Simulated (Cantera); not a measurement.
An isothermal, constant-pressure homogeneous reactor starts with 0.325 % CH₂O, 1.08 % O₂, 98.6 % N₂, equivalence ratio 0.30, at 1275 K and 19.0 bar.

Model: GRI-Mech 3.0 (53 species, 325 reactions), integrated in Cantera. The pressure lies above the range GRI-Mech 3.0 was tuned for (to about 10 atm).

x: mole fraction; the columns are a selection and need not sum to one.

```json
[
 {"t (s)": "3.00e-6", "x CH₂O": "0.00325", "x O₂": "0.0108", "x C₂H₆": "<1e-12", "x C₂H₂": "<1e-12", "x C₂H": "<1e-12", "x H₂O": "[?]", "x CH₄": "<1e-12"},
 {"t (s)": "8.05e-6", "x CH₂O": "0.00325", "x O₂": "0.0108", "x C₂H₆": "<1e-12", "x C₂H₂": "<1e-12", "x C₂H": "<1e-12", "x H₂O": "[?]", "x CH₄": "<1e-12"},
 {"t (s)": "2.16e-5", "x CH₂O": "0.00324", "x O₂": "0.0108", "x C₂H₆": "<1e-12", "x C₂H₂": "<1e-12", "x C₂H": "<1e-12", "x H₂O": "[?]", "x CH₄": "1.58e-12"},
 {"t (s)": "5.79e-5", "x CH₂O": "0.00290", "x O₂": "0.0107", "x C₂H₆": "<1e-12", "x C₂H₂": "<1e-12", "x C₂H": "<1e-12", "x H₂O": "[?]", "x CH₄": "2.20e-10"},
 {"t (s)": "0.000155", "x CH₂O": "0.000287", "x O₂": "0.00979", "x C₂H₆": "<1e-12", "x C₂H₂": "<1e-12", "x C₂H": "<1e-12", "x H₂O": "[?]", "x CH₄": "2.73e-9"},
 {"t (s)": "0.000417", "x CH₂O": "1.74e-6", "x O₂": "0.00941", "x C₂H₆": "<1e-12", "x C₂H₂": "<1e-12", "x C₂H": "<1e-12", "x H₂O": "[?]", "x CH₄": "1.62e-9"},
 {"t (s)": "0.00112", "x CH₂O": "2.96e-10", "x O₂": "0.00905", "x C₂H₆": "<1e-12", "x C₂H₂": "<1e-12", "x C₂H": "<1e-12", "x H₂O": "0.00295", "x CH₄": "5.37e-10"},
 {"t (s)": "0.00300", "x CH₂O": "1.47e-11", "x O₂": "0.00873", "x C₂H₆": "<1e-12", "x C₂H₂": "<1e-12", "x C₂H": "<1e-12", "x H₂O": "0.00318", "x CH₄": "7.85e-11"},
 {"t (s)": "0.00805", "x CH₂O": "1.68e-12", "x O₂": "0.00840", "x C₂H₆": "<1e-12", "x C₂H₂": "<1e-12", "x C₂H": "<1e-12", "x H₂O": "0.00324", "x CH₄": "2.23e-12"},
 {"t (s)": "0.0216", "x CH₂O": "<1e-12", "x O₂": "0.00799", "x C₂H₆": "<1e-12", "x C₂H₂": "<1e-12", "x C₂H": "<1e-12", "x H₂O": "0.00325", "x CH₄": "<1e-12"},
 {"t (s)": "0.0579", "x CH₂O": "<1e-12", "x O₂": "0.00768", "x C₂H₆": "<1e-12", "x C₂H₂": "<1e-12", "x C₂H": "<1e-12", "x H₂O": "0.00325", "x CH₄": "<1e-12"},
 {"t (s)": "0.155", "x CH₂O": "<1e-12", "x O₂": "0.00760", "x C₂H₆": "<1e-12", "x C₂H₂": "<1e-12", "x C₂H": "<1e-12", "x H₂O": "0.00325", "x CH₄": "<1e-12"},
 {"t (s)": "0.417", "x CH₂O": "<1e-12", "x O₂": "0.00759", "x C₂H₆": "<1e-12", "x C₂H₂": "<1e-12", "x C₂H": "<1e-12", "x H₂O": "0.00325", "x CH₄": "<1e-12"},
 {"t (s)": "1.12", "x CH₂O": "<1e-12", "x O₂": "0.00759", "x C₂H₆": "<1e-12", "x C₂H₂": "<1e-12", "x C₂H": "<1e-12", "x H₂O": "0.00325", "x CH₄": "<1e-12"},
 {"t (s)": "3.00", "x CH₂O": "<1e-12", "x O₂": "0.00759", "x C₂H₆": "<1e-12", "x C₂H₂": "<1e-12", "x C₂H": "<1e-12", "x H₂O": "0.00325", "x CH₄": "<1e-12"}
]
```

Question: Complete the blanks.

Answer: 
- 3.00e-6, x H₂O: 4.10e-8
- 8.05e-6, x H₂O: 2.96e-7
- 2.16e-5, x H₂O: 3.89e-6
- 5.79e-5, x H₂O: 0.000129
- 0.000155, x H₂O: 0.00186
- 0.000417, x H₂O: 0.00252
